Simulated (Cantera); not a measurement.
A closed system holds: 1 mol SiH4, 0.017 mol HCl, 4.1 mol H2, at 45.0 Torr.

These are equilibrium values from Cantera (NASA tables, ideal gas, pure condensed phases), not measurements of a reactor. Candidate condensed phases: Si; 19 gas species. Gases not in the tables: Si2H6 and higher silanes. Kinetics and transport are ignored.

**Question.** What share of the Si ends up in condensed phases as a function of T (K), at 975, 1175, 1375, 1575, 1775, 1975, 2175, 2375, 2575?

**Answer.** 
```csv
T (K),Si condensed (%),as
975,99.9,Si(s)
1175,100.0,Si(s)
1375,100.0,Si(s)
1575,100.0,Si(s)
1775,99.9,Si(l)
1975,99.5,Si(l)
2175,96.4,Si(l)
2375,77.8,Si(l)
2575,0.0,-
```
